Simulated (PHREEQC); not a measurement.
0.2 mol of Gypsum (CaSO4:2H2O) is brought to equilibrium with 1 kg of water holding 15 mmol/kgw HCl, with rising amounts of CuSO4, at 20 °C. Oxygen alone is held at its pressure in air (log pO2 = -0.68). CO2 from the air is kept out. Solids allowed: Gypsum, Anhydrite. Others were left out.

All values are PHREEQC results (ion-association model, phreeqc.dat), not measurements.

```csv
CuSO4 added (mol),pH,dissolved Ca (mol/kgw),dissolved S (mol/kgw),Ca+2 (mol/kgw)
0,2.05,0.0186,0.0186,0.0138
0.0208,2.12,…,0.0353,0.00982
0.0417,2.19,0.0126,0.0543,0.00802
0.0625,…,0.0116,0.0740,…
0.0833,2.27,0.0108,0.0941,0.00634
0.104,2.31,…,0.114,0.00586
0.125,2.33,0.00990,0.135,0.00548
0.146,2.36,0.00955,0.155,0.00518
0.167,…,0.00926,0.176,0.00492
0.188,2.40,…,0.197,0.00471
0.208,2.42,0.00879,0.217,0.00452
0.229,2.43,0.00859,0.238,0.00435
0.25,2.45,0.00840,0.258,0.00420
```

Task: Complete the blanks.

Result: 
- 0.0208, dissolved Ca (mol/kgw): 0.0145
- 0.0625, pH: 2.23
- 0.0625, Ca+2 (mol/kgw): 0.00701
- 0.104, dissolved Ca (mol/kgw): 0.0103
- 0.167, pH: 2.38
- 0.188, dissolved Ca (mol/kgw): 0.00901
